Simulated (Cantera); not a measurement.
## Ignition delay

Mixture: 40.3 % H2, 12.6 % O2, 47.1 % N2, equivalence ratio 1.6, at 375 Torr, adiabatic and at constant pressure. Ignition delay is the time to a rise of 400 K.

Computed with Cantera and GRI-Mech 3.0 (53 species, 325 reactions). Below about 950 K walls govern HO2 and H2O2 in real vessels. Where the delays flatten at high temperature, the 400 K rule measures the pace of heat release, not the induction time.

| T0 (K) | delay (ms) |
|---|---|
| 925 | 1.67 |
| 1000 | 0.410 |
| 1075 | 0.209 |
| 1150 | 0.130 |
| 1225 | 0.0902 |
| 1300 | 0.0687 |
| 1375 | 0.0565 |
| 1450 | 0.0498 |
| 1525 | 0.0465 |
